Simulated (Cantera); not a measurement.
Charge: 1 mol Al, 2 mol HCl, 9.9 mol H₂, equilibrated at 1450 K and 66.0 mbar.

Equilibrium computed with Cantera from the NASA thermochemical tables; the gas is ideal and each condensed phase is pure. Candidate condensed phases: Al, AlCl₃; 12 gas species. The tables' values for AlCl₂ are old estimates; treat these amounts as uncertain. Rates play no part.

Base state: H₂ 0.905, AlCl 0.0419, AlCl₃ 0.0301, HCl 0.0118, AlCl₂ 0.0116, H 3.50e-5 (mole fractions); condensed: gas only.

Question: What changes in the equilibrium state with this change: temperature from 1450 K to 573.15 K?

Answer: 
| species | before | after |
|---|---|---|
| H₂ | 0.905 | 0.966 |
| Al₂Cl₆ | 9.14e-8 | 0.0249 |
| AlCl₃ | 0.0301 | 0.00932 |
| AlCl | 0.0419 | 2.68e-8 |
| HCl | 0.0118 | 3.27e-9 |
| AlCl₂ | 0.0116 | 4.99e-8 |
| H | 3.50e-5 | <1e-9 |
| Al(s), mol | 0 | 0.333 |

Question: What changes in the equilibrium state with this change: temperature from 1450 K to 448.15 K?

Answer: 
```json
[
 {"species": "H₂", "before": "0.905", "after": "0.970"},
 {"species": "Al₂Cl₆", "before": "9.14e-8", "after": "0.0295"},
 {"species": "AlCl₃", "before": "0.0301", "after": "0.000276"},
 {"species": "AlCl", "before": "0.0419", "after": "<1e-9"},
 {"species": "HCl", "before": "0.0118", "after": "<1e-9"},
 {"species": "AlCl₂", "before": "0.0116", "after": "<1e-9"},
 {"species": "H", "before": "3.50e-5", "after": "<1e-9"},
 {"species": "Al(s), mol", "before": "0", "after": "0.333"}
]
```

Question: What changes in the equilibrium state with this change: temperature from 1450 K to 425 K?

Answer: 
```
species      before     after
----------  -------  --------
H₂            0.905     0.970
Al₂Cl₆      9.14e-8    0.0296
AlCl₃        0.0301  0.000111
AlCl         0.0419     <1e-9
HCl          0.0118     <1e-9
AlCl₂        0.0116     <1e-9
H           3.50e-5     <1e-9
Al(s), mol        0     0.333
```
